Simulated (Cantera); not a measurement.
A closed system holds: 1 mol PbO, 1.4 mol O2, 0.41 mol H2, held at 2.00 bar.

These are equilibrium values from Cantera (NASA tables, ideal gas, pure condensed phases), not measurements of a reactor. Candidate condensed phases: H2O, Pb, PbO, PbO2, Pb3O4; 12 gas species. Gases not in the tables: (PbO)n polymers. The numbers say what is thermodynamically allowed, not how fast it happens.

log p: log10 of the partial pressure in bar; n: condensed amount in mol.

| T (K) | log p O2 | log p H2O | log p PbO | log p OH | log p Pb | log p O | n PbO(yellow) | n PbO(l) |
|---|---|---|---|---|---|---|---|---|
| 923 | 0.17 | -0.29 | -7.72 | -7.08 | <-11 | -10.82 | 1.00 | 0 |
| 973 | 0.17 | -0.29 | -6.92 | -6.61 | ? | -10.08 | 1.00 | 0 |
| 1023 | 0.17 | -0.29 | -6.19 | -6.18 | ? | -9.42 | 1.000 | 0 |
| 1073 | 0.17 | -0.29 | -5.54 | -5.80 | ? | -8.82 | 1.000 | 0 |
| 1123 | 0.17 | -0.29 | -4.94 | -5.44 | ? | -8.27 | 1.000 | 0 |
| 1173 | 0.17 | -0.29 | -4.41 | -5.12 | ? | -7.77 | 0 | 1.000 |
| 1223 | 0.17 | -0.29 | -3.96 | -4.82 | ? | -7.31 | 0 | 1.000 |
| 1273 | 0.17 | -0.29 | -3.55 | -4.55 | ? | -6.88 | 0 | 1.000 |
| 1323 | 0.17 | -0.29 | -3.18 | -4.30 | ? | -6.49 | 0 | 0.999 |
| 1373 | 0.17 | -0.29 | -2.83 | -4.06 | ? | -6.12 | 0 | 0.999 |
| 1423 | 0.17 | -0.29 | -2.51 | -3.85 | ? | -5.78 | 0 | 0.997 |
| 1473 | 0.17 | -0.29 | -2.21 | -3.64 | ? | -5.47 | 0 | 0.995 |
| 1523 | 0.17 | -0.29 | -1.93 | -3.46 | ? | -5.17 | 0 | 0.990 |

Q: What belongs in the gaps?

A: 
- 973, log p Pb: -11.69
- 1023, log p Pb: -10.63
- 1073, log p Pb: -9.68
- 1123, log p Pb: -8.81
- 1173, log p Pb: -8.03
- 1223, log p Pb: -7.35
- 1273, log p Pb: -6.73
- 1323, log p Pb: -6.16
- 1373, log p Pb: -5.63
- 1423, log p Pb: -5.14
- 1473, log p Pb: -4.68
- 1523, log p Pb: -4.25
